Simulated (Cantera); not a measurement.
## Premixed flame

A freely propagating, adiabatic, planar premixed flame of H2 : O2 : N2 = 1 : 0.781 : 3.75 (molar parts), equivalence ratio 0.64, unburnt at 500 K and 5.00 bar; unity-Lewis-number transport, grid criteria slope 0.08 and curve 0.16, no radiation.

Model: the H2/O2 subset of GRI-Mech 3.0, which has no nitrogen chemistry, integrated in Cantera. The hydrogen kinetics of GRI-Mech 3.0 are dated; newer H2 mechanisms differ, most at raised pressure. Unity Lewis numbers drop preferential diffusion, which matters most where H2 and H carry the flame. Burning velocities carry a grid error of a few per cent, more on coarse grids. Lean hydrogen flames are cellular in practice and burn faster than this planar one.

```
z (mm)   T (K)  u (m/s)      x H2    x O2     x HO2      x OH       x H       x O
-------  -----  -------  --------  ------  --------  --------  --------  --------
-0.162     501     1.53     0.181   0.141   8.47e-7     <1e-8     <1e-8     <1e-8
-0.108     504     1.54     0.180   0.141   4.91e-6     <1e-8     <1e-8     <1e-8
-0.0812    512     1.57     0.179   0.141   1.58e-5     <1e-8     <1e-8   2.73e-8
-0.0541    552     1.68     0.175   0.138   7.30e-5   4.14e-8     <1e-8   3.76e-7
-0.0271    788     2.37     0.147   0.125  0.000442   3.44e-5   3.78e-5   3.08e-5
-0.0135   1085     3.20     0.108   0.106  0.000469  0.000579   0.00134  0.000415
0         1402     4.04    0.0555  0.0812  0.000265   0.00275   0.00623   0.00226
0.0135    1600     4.55    0.0225  0.0643  0.000160   0.00551   0.00726   0.00399
0.0271    1701     4.80    0.0106  0.0580  0.000109   0.00649   0.00478   0.00385
0.0541    1786     5.00   0.00431  0.0555   6.07e-5   0.00570   0.00171   0.00223
0.108     1834     5.12   0.00153  0.0552   2.53e-5   0.00377  0.000364  0.000824
0.217     1854     5.17  0.000461  0.0554   8.56e-6   0.00219   6.12e-5  0.000255
0.433     1861     5.19  0.000151  0.0555   3.19e-6   0.00131   1.22e-5   8.78e-5
```
x: mole fraction of selected species; z is measured from the peak of heat release.

```json
{
  "laminar_burning_velocity": "153 cm/s",
  "thermal_thickness": "0.0541 mm",
  "peak x(HO2)": "0.000528",
  "peak x(OH)": "0.00650",
  "peak x(H)": "0.00764",
  "peak x(O)": "0.00412"
}
```
